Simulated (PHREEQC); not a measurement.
Synthetic water in mg/kgw, 20 °C, pH 5.8, pe 11.5:

```json
[
 {"constituent": "Na", "mg/kgw": "0.29"},
 {"constituent": "K", "mg/kgw": "0.258"},
 {"constituent": "Ca", "mg/kgw": "0.682"},
 {"constituent": "Mg", "mg/kgw": "0.0607"},
 {"constituent": "Cl", "mg/kgw": "1.44"},
 {"constituent": "S(6) as SO4", "mg/kgw": "0.228"},
 {"constituent": "Alkalinity as HCO3", "mg/kgw": "0.717"},
 {"constituent": "O(0) (dissolved oxygen)", "mg/kgw": "0.00115"},
 {"constituent": "Si as SiO2", "mg/kgw": "0.013"}
]
```

Valence states are taken as typed.

Equilibrium calculation in PHREEQC: ion-association model, phreeqc.dat.

| quantity | before | after |
|---|---|---|
| CO2 (mol/kgw) | 5.04e-5 | 0.000113 |
| HCO3- (mol/kgw) | 1.33e-5 | 1.49e-5 |
| CaSO4 (mol/kgw) | 6.34e-9 | 6.33e-9 |
| CaHCO3+ (mol/kgw) | 2.55e-9 | 2.86e-9 |
| MgSO4 (mol/kgw) | 1.12e-9 | 1.12e-9 |
| MgHCO3+ (mol/kgw) | 3.67e-10 | 4.10e-10 |
| SI of Quartz (SiO2) | -2.61 | -2.61 |

Question: Name the change that produced these shifts.
A) pH from 5.8 to 5.5 at the same alkalinity
B) pH from 5.8 to 6.3 at the same alkalinity
C) Cl from 1.44 to 4.32 mg/kgw
D) all concentrations times 4 at the same typed pH

Answer: A, pH from 5.8 to 5.5 at the same alkalinity

No solid was allowed to form.
